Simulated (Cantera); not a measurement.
Standard-state values (1 bar) from the NASA 1993 polynomials, evaluated with Cantera. Values are per mole of reaction as written; species without (g) are pure solids or liquids, kept so even where they would boil at 1 bar.

2 Ti4O7 + 4 Cl(g) = TiCl4 + 7 TiO2

```tsv
T (K)	ΔH° (kJ)	ΔS° (J/K)	ΔG° (kJ)	log10 K
423	-1091.0	-446.5	-902.1	111.40
433	[?]	[?]	[?]	[?]
443	[?]	[?]	[?]	[?]
453	-1090.6	-445.6	-888.8	102.48
463	[?]	[?]	[?]	[?]
473	-1090.4	-445.1	-879.9	97.16
483	-1090.3	-444.9	-875.4	94.67
493	-1090.2	-444.7	-871.0	92.28
503	-1090.1	-444.5	-866.5	89.98
513	-1090.0	-444.3	-862.1	87.78
```

Problem. Some entries are withheld; supply them.

Solution. 
- 433, ΔH° (kJ): -1090.9
- 433, ΔS° (J/K): -446.2
- 433, ΔG° (kJ): -897.7
- 433, log10 K: 108.29
- 443, ΔH° (kJ): -1090.8
- 443, ΔS° (J/K): -445.9
- 443, ΔG° (kJ): -893.2
- 443, log10 K: 105.32
- 463, ΔH° (kJ): -1090.5
- 463, ΔS° (J/K): -445.3
- 463, ΔG° (kJ): -884.3
- 463, log10 K: 99.76
